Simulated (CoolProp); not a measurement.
A closed Brayton cycle with carbon dioxide: compressor inlet 329.15 K and 8.5 MPa, high pressure 27.6 MPa, turbine inlet 875 K, compressor efficiency 0.85, turbine efficiency 0.9, recuperator effectiveness 0.95 (on enthalpy, no pinch check). Each further row changes one setting.

Model: reference Helmholtz-energy equation of state, Span 1996, in CoolProp.

```json
[
 {"case": "as stated", "thermal efficiency (%)": "37.3", "net work (kJ/kg)": "97.1", "compressor to turbine work": "0.40", "compressor exit (K)": "430.3", "turbine exit (K)": "730.0"},
 {"case": "turbine inlet 825 K", "thermal efficiency (%)": "(withheld)", "net work (kJ/kg)": "(withheld)", "compressor to turbine work": "0.43", "compressor exit (K)": "430.3", "turbine exit (K)": "685.1"},
 {"case": "compressor inlet 339.15 K", "thermal efficiency (%)": "(withheld)", "net work (kJ/kg)": "89.8", "compressor to turbine work": "(withheld)", "compressor exit (K)": "(withheld)", "turbine exit (K)": "730.0"},
 {"case": "high pressure 23.5 MPa", "thermal efficiency (%)": "37.1", "net work (kJ/kg)": "(withheld)", "compressor to turbine work": "0.38", "compressor exit (K)": "(withheld)", "turbine exit (K)": "(withheld)"},
 {"case": "recuperator effectiveness 0.5", "thermal efficiency (%)": "23.3", "net work (kJ/kg)": "97.1", "compressor to turbine work": "0.40", "compressor exit (K)": "430.3", "turbine exit (K)": "730.0"}
]
```

Task: Complete the blanks.

Result: 
- turbine inlet 825 K, thermal efficiency (%): 35.0
- turbine inlet 825 K, net work (kJ/kg): 86.6
- compressor inlet 339.15 K, thermal efficiency (%): 35.8
- compressor inlet 339.15 K, compressor to turbine work: 0.45
- compressor inlet 339.15 K, compressor exit (K): 447.2
- high pressure 23.5 MPa, net work (kJ/kg): 87.6
- high pressure 23.5 MPa, compressor exit (K): 416.0
- high pressure 23.5 MPa, turbine exit (K): 749.1
